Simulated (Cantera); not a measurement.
Feed: 1 mol CuO, 1.2 mol C, 0.51 mol CO, 2.6 mol CH₄, at 2623 K and 6.00 mbar.

These are equilibrium values from Cantera (NASA tables, ideal gas, pure condensed phases), not measurements of a reactor. Candidate condensed phases: C, C₆H₆, C₇H₈, C₈H₁₈, Cu, CuO, Cu(OH)₂, Cu₂O, H₂O; 113 gas species. Equilibrium is a limit: real reactors are often held back by kinetics, nucleation or transport.

Base state: H₂ 0.384, H 0.337, CO 0.163, Cu 0.108, C₂H₂ (acetylene) 0.00681, C₂H 0.000550, C₃ 0.000512, C 0.000139 (mole fractions); condensed: C(graphite).

Problem. What changes in the equilibrium state with this change: temperature from 2623 K to 1073 K?

Solution. 
```csv
species,before,after
H₂,0.384,0.775
CO,0.163,0.225
CH₄,1.10e-7,0.000165
H,0.337,1.59e-7
Cu,0.108,3.97e-8
C₂H₂ (acetylene),0.00681,5.56e-9
C₂H,0.000550,<1e-9
C₃,0.000512,<1e-9
C,0.000139,<1e-9
"C(graphite), mol",2.64,2.80
"Cu(s), mol",0,1.00
```
